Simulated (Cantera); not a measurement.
What does this Cantera script print?

```python
import numpy as np
import cantera as ct

gas_names = """
    B BF BF2 BF3 BH BHF2 BH2 BH3 BN BO BOF BOF2 BO2 B2 B2O B2O2 B2O3 B3O3F3 B3O3H3 F FO FO2 F2 F2O H HBO
    HBO2 HF HNO HNO2 HNO3 HOF HO2 H2 H2F2 H2O H2O2 H3B3O6 H3F3 H4F4 H5F5 H6F6 H7F7 N NF NF2 NF3 NH NH2
    NH3 NH2OH NO NO2 NO3 N2 N2H2 N2H4 N2O O OH O2 O3
""".split()
cond_names = """
    B(b) B(L) BN(s) B2O3(L) B3O3H3(cr) H2O(s) H2O(L)
""".split()


def load(file, names, dense=False):
    # The tables refer to 1 bar. Condensed volumes are neglected.
    table = {s.name: s for s in ct.Species.list_from_file(file)}
    out = []
    for n in names:
        d = dict(table[n].input_data)
        d["thermo"] = dict(d["thermo"], **{"reference-pressure": 1e5})
        if dense:
            d["equation-of-state"] = {"model": "constant-volume", "density": "1e6 g/cm^3"}
        out.append(ct.Species.from_dict(d))
    return out


gas = ct.Solution(thermo="ideal-gas", species=load("nasa_gas.yaml", gas_names))
cond = {s.name: ct.Solution(thermo="fixed-stoichiometry", species=[s], name=s.name)
        for s in load("nasa_condensed.yaml", cond_names, dense=True)}
atoms = {
    'BF3': {'B': 1, 'F': 3},
    'H2O': {'H': 2, 'O': 1},
    'N2': {'N': 2},
    'NH3': {'N': 1, 'H': 3},
}
top_T = {'BN(s)': 3200}  # K; cautious upper limits of use, not melting points


def equilibrate(T, P, feed):
    n = {}
    for name, mol in feed.items():
        for a, k in atoms[name].items():
            n[a] = n.get(a, 0.0) + k * mol
    gas.TPX = T, P, n
    mass = sum(n.values()) * gas.mean_molecular_weight
    gas.equilibrate("TP")
    valid = [c for c in cond.values() if c.min_temp <= T <= top_T.get(c.name, c.max_temp)]
    mix = ct.Mixture([(gas, mass / gas.mean_molecular_weight)] + [(c, 0.0) for c in valid])
    mix.T, mix.P = T, P
    mix.equilibrate("TP", solver="vcs", rtol=1e-11, max_steps=5000)
    return mix


results = []
T = 1423  # K
P = 180  # Pa
for m in [0.81, 1.3, 1.9, 2.4, 2.9, 3.5, 4, 4.5, 5.1]:
    feed = {'BF3': 1, 'H2O': m, 'N2': 29, 'NH3': 0.37}  # mol
    mix = equilibrate(T, P, feed)
    results.append((T, P, feed, dict(zip(mix.species_names, mix.species_moles))))

top = {s: max(r[3][s] / sum(r[3][g] for g in gas_names) for r in results) for s in gas_names}
cols = sorted((s for s in top if top[s] > 0.0001), key=lambda s: -top[s])[:9]
seen = [c for c in cond_names if any(r[3].get(c, 0) > 1e-12 for r in results)]
print("log10 of partial pressures in bar; condensed amounts in mol")
print(f"{'n(H2O)':>10s}" + "".join(f"{s[:9]:>10s}" for s in cols + seen))
for T, P, feed, n in results:
    ng = sum(n[g] for g in gas_names)
    print(f"{feed['H2O']:10.4g}" + "".join(f"{np.log10(max(n[s] / ng * P / 1e5, 1e-99)):10.3f}" for s in cols)
          + "".join(f"{n.get(c, 0):10.4g}" for c in seen))
```

It prints:

```
log10 of partial pressures in bar; condensed amounts in mol
    n(H2O)        N2       H2O        HF       BOF        H2      HBO2       BF3
      0.81    -2.789    -6.123    -4.053    -4.356    -4.511    -6.909    -4.942
       1.3    -2.798    -4.823    -3.961    -4.291    -4.520    -5.636    -5.994
       1.9    -2.806    -4.371    -3.950    -4.326    -4.527    -5.230    -6.458
       2.4    -2.813    -4.183    -3.945    -4.356    -4.534    -5.077    -6.666
       2.9    -2.819    -4.054    -3.942    -4.385    -4.540    -4.979    -6.819
       3.5    -2.827    -3.939    -3.941    -4.417    -4.548    -4.899    -6.963
         4    -2.833    -3.863    -3.940    -4.443    -4.554    -4.849    -7.063
       4.5    -2.839    -3.800    -3.940    -4.468    -4.560    -4.811    -7.151
       5.1    -2.846    -3.736    -3.941    -4.496    -4.567    -4.774    -7.245
```

Equilibrium computed with Cantera from the NASA thermochemical tables; the gas is ideal and each condensed phase is pure. Gases not in the tables: H3BO3.
